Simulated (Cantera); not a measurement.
Mixture: CH₄ : O₂ : N₂ = 1 : 1.25 : 4.7 (molar parts), at 1500000 Pa, adiabatic and at constant volume. Ignition delay is the time to a rise of 400 K.

Model: GRI-Mech 3.0 (53 species, 325 reactions), integrated in Cantera. The pressure lies above the range GRI-Mech 3.0 was tuned for (to about 10 atm).

Q: What does this change do: pressure from 1500000 Pa to 68000 Pa?

A: 
```json
[
 {"quantity": "delay at 1250 K", "before": "1.99 ms", "after": "37.8 ms"},
 {"quantity": "delay at 1350 K", "before": "0.658 ms", "after": "10.0 ms"},
 {"quantity": "delay at 1450 K", "before": "0.238 ms", "after": "3.05 ms"},
 {"quantity": "delay at 1550 K", "before": "92.1 µs", "after": "1.08 ms"},
 {"quantity": "delay at 1650 K", "before": "38.1 µs", "after": "0.449 ms"},
 {"quantity": "apparent activation energy between 1550 and 1650 K", "before": "190 kJ/mol", "after": "190 kJ/mol"}
]
```
